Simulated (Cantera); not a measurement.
Hydrocarbon pyrolysis for carbon deposition

An isothermal, constant-pressure homogeneous reactor starts with 27.7 % CH4, 72.1 % N2, 0.158 % H2O, at 1975 K and 1200 Pa.

Detailed kinetics in Cantera: GRI-Mech 3.0 (53 species, 325 reactions). GRI-Mech 3.0 stops at C3 and has no aromatics, soot or wall deposition, so with more carbon than oxygen in the feed, carbon stays in small species such as C2H2 where larger ones or solid carbon would form. Radical loss at walls, strong at low pressure, is not modelled.

```json
[
 {"t (s)": "0.000400", "x CH4": "0.276", "x CH2": "4.65e-7", "x C2H6": "4.03e-7", "x H": "1.15e-5", "x C2H4": "1.60e-5"},
 {"t (s)": "0.000970", "x CH4": "0.273", "x CH2": "2.37e-6", "x C2H6": "3.21e-6", "x H": "2.02e-5", "x C2H4": "0.000244"},
 {"t (s)": "0.00235", "x CH4": "0.260", "x CH2": "1.05e-5", "x C2H6": "1.98e-5", "x H": "7.65e-5", "x C2H4": "0.00304"},
 {"t (s)": "0.00570", "x CH4": "0.188", "x CH2": "2.79e-5", "x C2H6": "6.62e-5", "x H": "0.000436", "x C2H4": "0.0150"},
 {"t (s)": "0.0138", "x CH4": "0.0770", "x CH2": "2.44e-5", "x C2H6": "2.71e-5", "x H": "0.00115", "x C2H4": "0.00411"},
 {"t (s)": "0.0335", "x CH4": "0.0265", "x CH2": "1.53e-5", "x C2H6": "4.48e-6", "x H": "0.00167", "x C2H4": "0.000507"},
 {"t (s)": "0.0812", "x CH4": "0.00711", "x CH2": "9.01e-6", "x C2H6": "5.04e-7", "x H": "0.00241", "x C2H4": "5.82e-5"},
 {"t (s)": "0.197", "x CH4": "0.00137", "x CH2": "4.52e-6", "x C2H6": "3.24e-8", "x H": "0.00377", "x C2H4": "7.97e-6"},
 {"t (s)": "0.478", "x CH4": "0.000270", "x CH2": "2.08e-6", "x C2H6": "2.00e-9", "x H": "0.00568", "x C2H4": "3.83e-6"},
 {"t (s)": "1.16", "x CH4": "4.02e-5", "x CH2": "4.72e-7", "x C2H6": "5.61e-11", "x H": "0.00698", "x C2H4": "3.24e-6"},
 {"t (s)": "2.81", "x CH4": "8.39e-6", "x CH2": "1.04e-7", "x C2H6": "3.76e-12", "x H": "0.00714", "x C2H4": "3.20e-6"},
 {"t (s)": "6.81", "x CH4": "6.72e-6", "x CH2": "8.31e-8", "x C2H6": "2.88e-12", "x H": "0.00714", "x C2H4": "3.20e-6"},
 {"t (s)": "16.5", "x CH4": "6.87e-6", "x CH2": "8.50e-8", "x C2H6": "2.95e-12", "x H": "0.00714", "x C2H4": "3.20e-6"},
 {"t (s)": "40.0", "x CH4": "7.18e-6", "x CH2": "8.89e-8", "x C2H6": "3.11e-12", "x H": "0.00714", "x C2H4": "3.20e-6"}
]
```
x: mole fraction; the columns are a selection and need not sum to one.

Equilibrium at this temperature and pressure: CH4 8.90e-6, CH2 1.10e-7, C2H6 3.39e-12, H 0.00714, C2H4 1.56e-6 (gas phase only).
